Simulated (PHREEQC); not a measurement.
**Spent oxide etchant (model solution)**

Make-up at 25 °C: 3.3 mmol/kgw HF, 0.081 mmol/kgw H2SiF6, 8.5 mmol/kgw H3PO4, 0.35 mmol/kgw H2SO4 and 0.4 mmol/kgw CsOH. Closed to the air; pH follows from the charge balance.

Model: ion-association model, wateq4f.dat, run in PHREEQC.

```json
{
 "pH": "2.28",
 "ionic_strength": "0.00641 mol/kgw",
 "total_alkalinity": "-12.6 meq/kg"
}
```

```json
[
 {"species": "H+", "molality": "0.00570", "activity": "0.00528", "log γ": "-0.033"},
 {"species": "H2PO4-", "molality": "0.00496", "activity": "0.00456", "log γ": "-0.036"},
 {"species": "H3PO4", "molality": "0.00354", "activity": "0.00355", "log γ": "0.001"},
 {"species": "HF", "molality": "0.00293", "activity": "0.00294", "log γ": "0.001"},
 {"species": "F-", "molality": "0.000404", "activity": "0.000371", "log γ": "-0.037"},
 {"species": "Cs+", "molality": "0.000400", "activity": "0.000367", "log γ": "-0.037"},
 {"species": "SO4-2", "molality": "0.000250", "activity": "0.000179", "log γ": "-0.145"},
 {"species": "HSO4-", "molality": "0.000100", "activity": "9.20e-5", "log γ": "-0.037"},
 {"species": "SiF6-2", "molality": "6.57e-5", "activity": "4.71e-5", "log γ": "-0.144"},
 {"species": "H2F2", "molality": "2.25e-5", "activity": "2.25e-5", "log γ": "0.001"},
 {"species": "H4SiO4", "molality": "1.53e-5", "activity": "1.53e-5", "log γ": "0.001"},
 {"species": "HF2-", "molality": "4.56e-6", "activity": "4.18e-6", "log γ": "-0.037"},
 {"species": "HPO4-2", "molality": "7.48e-8", "activity": "5.37e-8", "log γ": "-0.144"}
]
```

No solid was allowed to form. H3PO4, which wateq4f.dat lacks, is added to it with the constant of phreeqc.dat. SiF6-2 is the database's only silicon fluoride.
